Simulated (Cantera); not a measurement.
An isothermal, constant-pressure homogeneous reactor starts with CH₄ : H₂ : H₂O = 1 : 22 : 0.088 (molar parts), at 1450 K and 1.09 atm.

Cantera simulation using GRI-Mech 3.0 (53 species, 325 reactions); the numbers are that mechanism's predictions, not measurements. GRI-Mech 3.0 stops at C3 and has no aromatics, soot or wall deposition, so with more carbon than oxygen in the feed, carbon stays in small species such as C2H2 where larger ones or solid carbon would form.

One state of this run: x CH₄ = 0.0410; x H₂ = 0.954; x C₂H₆ = 4.88e-6; x C₂H₂ = 0.000731; x C₂H = 9.28e-12; x H = 8.87e-6; x CH₃ = 7.68e-6. x: mole fraction; the columns are a selection and need not sum to one.

**Question.** Which value of t (s) does it belong to?
A) 0.0131
B) 0.474
C) 1.16
D) 7.00

**Answer.** D, 7.00
